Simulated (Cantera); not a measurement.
Input (Python, Cantera) and output of one run.

```python
import numpy as np
import cantera as ct

gas_names = """
    SF6 SF4
""".split()
cond_names = """
    PbS(s) PbS(L) PbF2(a) PbF2(b) PbF2(L)
""".split()


def load(file, names, dense=False):
    # The tables refer to 1 bar. Condensed volumes are neglected.
    table = {s.name: s for s in ct.Species.list_from_file(file)}
    out = []
    for n in names:
        d = dict(table[n].input_data)
        d["thermo"] = dict(d["thermo"], **{"reference-pressure": 1e5})
        if dense:
            d["equation-of-state"] = {"model": "constant-volume", "density": "1e6 g/cm^3"}
        out.append(ct.Species.from_dict(d))
    return out


species = {s.name: s for s in load("nasa_gas.yaml", gas_names) + load("nasa_condensed.yaml", cond_names)}
# Each term lists the table entries of one substance; the one whose range holds T is used.
reactions = {
    'PbS + 3 SF6(g) = PbF2 + 4 SF4(g)':
        [(-1, ['PbS(s)', 'PbS(L)']), (-3, ['SF6']), (1, ['PbF2(a)', 'PbF2(b)', 'PbF2(L)']), (4, ['SF4'])],
}


def pick(names, T):
    return next(species[n] for n in names if species[n].thermo.min_temp <= T <= species[n].thermo.max_temp)


results = []
for label, terms in reactions.items():
    print(label)
    print("     T/K   dH/kJ  dS/(J/K)   dG/kJ   log10 K")
    for T in [750, 800, 850, 900, 950]:
        used = [(nu, pick(names, T)) for nu, names in terms]
        dH = sum(nu * s.thermo.h(T) for nu, s in used) / 1e6
        dS = sum(nu * s.thermo.s(T) for nu, s in used) / 1e3
        dG = dH - T * dS / 1e3
        logK = -dG * 1e6 / (ct.gas_constant * T * np.log(10))
        results.append((label, T, dH, dS, dG, logK, [s.name for _, s in used]))
        print(f"{T:8g} {dH:8.1f} {dS:8.1f} {dG:8.1f} {logK:8.2f}")
```

It prints:

```
PbS + 3 SF6(g) = PbF2 + 4 SF4(g)
     T/K   dH/kJ  dS/(J/K)   dG/kJ   log10 K
     750     46.8    377.8   -236.5    16.47
     800     48.8    380.3   -255.5    16.68
     850     49.9    381.7   -274.5    16.87
     900     50.4    382.2   -293.6    17.04
     950     50.5    382.3   -312.7    17.19
```

Source: NASA polynomial tables (part measured, part estimated), evaluated in Cantera. Condensed species are held in their standard states even where they would react or evaporate.
